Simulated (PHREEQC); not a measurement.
Metal-bearing waste water

Dissolve 0.019 mol Pb(NO3)2 and 0.032 mol Na2SO4 per kg of water at 94 °C. Closed to the air; pH follows from the charge balance.

Model: ion-association model, phreeqc.dat, run in PHREEQC.

Each row changes one thing in this solution. Precipitation was switched off in this run.

| case | pH | ionic strength (mol/kgw) | NO3- (mol/kgw) |
|---|---|---|---|
| as made | 5.35 | 0.108 | 0.0367 |
| Pb(NO3)2 replaced by LiNO3 at the same molality | 6.56 | 0.106 | 0.0190 |
| Pb(NO3)2 from 0.019 to 0.0171 mol/kgw | 5.39 | 0.105 | 0.0331 |
| diluted 2-fold with water | 5.42 | 0.0562 | 0.0185 |
| Na2SO4 left out | 4.80 | 0.0506 | 0.0348 |
| 0.0025 mol/kgw KCl added | 5.36 | 0.110 | 0.0367 |
| 0.00042 mol/kgw NaHCO3 added | 5.71 | 0.108 | 0.0367 |
| temperature from 94 to 30 °C | 5.18 | 0.104 | 0.0367 |

Some of these states are supersaturated (in Anglesite, Pb(OH)2, for instance). Constants without temperature data keep their 25 °C values here.
